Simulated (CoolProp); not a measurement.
Vapour-liquid equilibrium of R134a (1) + R227EA (2) at 214.5 K; x and y are mole fractions of (1).

Values from CoolProp's multi-fluid Helmholtz-energy mixture model, Tillner-Roth 1994 and Lemmon 2016; pair parameters Bell 2016.

Task: Give the bubble pressure and the first vapour's composition at x = 0.45, 0.65, 0.75. Is there an azeotrope?

Result: x = 0.45: 0.1447 bar, y = 0.584; x = 0.65: 0.1573 bar, y = 0.742; x = 0.75: 0.1627 bar, y = 0.815. No azeotrope shows between x = 0.05 and 0.95.

The pair parameters rest on a limited set of measurements; away from them the model extrapolates.
